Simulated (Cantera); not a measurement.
Feed: 1 mol Zr, 0.21 mol NH₃, 13 mol N₂, held at 2275 K and 1.00 bar.

Method: chemical equilibrium by Gibbs-energy minimisation in Cantera with the NASA 1993 tables (ideal gas, pure condensed phases). Candidate condensed phases: Zr, ZrN; 11 gas species. ZrN: taken at fixed stoichiometry. Kinetics and transport are ignored.

Base state: N₂ 0.975, H₂ 0.0237, H 0.00131 (mole fractions); condensed: ZrN(s).

**Question.** What changes in the equilibrium state with this change: pressure from 1.00 bar to 7.90 mbar?

**Answer.** 
| species | before | after |
|---|---|---|
| N₂ | 0.975 | 0.969 |
| H₂ | 0.0237 | 0.0178 |
| H | 0.00131 | 0.0128 |
| ZrN(s), mol | 1.00 | 1.000 |

**Question.** What changes in the equilibrium state with this change: temperature from 2275 K to 1498 K?

**Answer.** 
| species | before | after |
|---|---|---|
| N₂ | 0.975 | 0.976 |
| H₂ | 0.0237 | 0.0244 |
| H | 0.00131 | 2.68e-6 |
| ZrN(s), mol | 1.00 | 1.00 |

**Question.** What changes in the equilibrium state with this change: Zr replaced by V?

**Answer.** 
```json
[
 {"species": "N₂", "before": "0.975", "after": "0.975"},
 {"species": "H₂", "before": "0.0237", "after": "0.0237"},
 {"species": "H", "before": "0.00131", "after": "0.00131"},
 {"species": "V", "before": "0", "after": "1.77e-5"},
 {"species": "ZrN(s), mol", "before": "1.00", "after": "0"},
 {"species": "VN(s), mol", "before": "0", "after": "1.000"}
]
```
VN: taken at fixed stoichiometry. Condensed phases not in the tables: V₂N. Further candidate phases: V, VN.
